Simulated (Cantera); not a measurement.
An adiabatic, constant-volume homogeneous reactor starts with CO : H₂ : CH₄ : O₂ : N₂ = 1 : 1 : 0.11 : 1.79 : 12.9 (molar parts), at 1200 K and 101000 Pa. Integrator tolerance rtol = 1e-08.

Cantera simulation using GRI-Mech 3.0 (53 species, 325 reactions); the numbers are that mechanism's predictions, not measurements.

Problem. What does this change do: pressure from 101000 Pa to 370000 Pa?

Solution. 
```csv
quantity,before,after
time of steepest temperature rise,0.113 ms,50.3 µs
temperature at 2.00 s,2378 K,2404 K
equilibrium temperature,2378 K,2404 K
x(CO) at 2.00 s,0.00483 (gas-phase equilibrium 0.00483),0.00306 (gas-phase equilibrium 0.00306)
x(H₂) at 2.00 s,0.000936 (gas-phase equilibrium 0.000936),0.000576 (gas-phase equilibrium 0.000576)
x(CH₄) at 2.00 s,<1e-12 (gas-phase equilibrium <1e-12),<1e-12 (gas-phase equilibrium <1e-12)
x(CH₂) at 2.00 s,<1e-12 (gas-phase equilibrium <1e-12),<1e-12 (gas-phase equilibrium <1e-12)
x(H₂O) at 2.00 s,0.0735 (gas-phase equilibrium 0.0735),0.0745 (gas-phase equilibrium 0.0745)
```

Problem. What does this change do: 0.027 parts C2H6 added?

Solution. 
```
quantity                                                              before                                    after
---------------------------------  -----------------------------------------  ---------------------------------------
time of steepest temperature rise                                   0.113 ms                                 0.159 ms
temperature at 2.00 s                                                 2378 K                                   2421 K
equilibrium temperature                                               2378 K                                   2421 K
x(CO) at 2.00 s                      0.00483 (gas-phase equilibrium 0.00483)  0.00680 (gas-phase equilibrium 0.00680)
x(H₂) at 2.00 s                    0.000936 (gas-phase equilibrium 0.000936)  0.00133 (gas-phase equilibrium 0.00133)
x(CH₄) at 2.00 s                       <1e-12 (gas-phase equilibrium <1e-12)    <1e-12 (gas-phase equilibrium <1e-12)
x(CH₂) at 2.00 s                       <1e-12 (gas-phase equilibrium <1e-12)    <1e-12 (gas-phase equilibrium <1e-12)
x(H₂O) at 2.00 s                       0.0735 (gas-phase equilibrium 0.0735)    0.0775 (gas-phase equilibrium 0.0775)
```
